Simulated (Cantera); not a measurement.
Source: NASA polynomial tables (part measured, part estimated), evaluated in Cantera. Values are per mole of reaction as written; species without (g) are pure solids or liquids, kept so even where they would boil at 1 bar.

Task: Between 523 and 1573 K, where is each reaction favourable under standard conditions?
- 2 Li₂O + H₂(g) ⇌ 4 Li(g) + 2 OH(g)

Result: 
- 2 Li₂O + H₂(g) ⇌ 4 Li(g) + 2 OH(g): ΔG° is 1539 kJ at 523 K and 826 kJ at 1573 K; it stays positive (K < 1). ΔH° is 1848 kJ and ΔS° 650 J/K at 1573 K.
